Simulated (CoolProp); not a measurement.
Saturation properties of CF4 (R14).

Values from CoolProp's reference Helmholtz-energy equation of state, Platzer 1990. This equation is an older, rougher fit; its heat capacities, sound speeds and derivatives of the liquid may be far off and weren't checked against measurements.

```tsv
T (°C)	p (bar)	liquid density (kg/m³)	liquid conductivity (mW/(m K))
-109.55	3.164	1500	81.7
-105.25	3.964	1474	78.4
-101.05	4.883	1448	75.3
-96.75	5.979	1421	72.1
-92.55	7.217	1393	69.0
-88.35	8.635	1363	65.9
-84.05	10.29	1332	62.7
-79.85	12.12	1300	59.5
-75.55	14.23	1264	56.3
-71.35	16.55	1227	53.2
-67.15	19.13	1186	50.0
-62.85	22.08	1139	46.8
-58.65	25.28	1086	43.7
-54.35	28.93	1020	40.6
```

It boils at -128.0 °C under 1 atm.

Thermal conductivity comes from a separate model (Huber 2003), an estimate that may be off by 10 % or more.
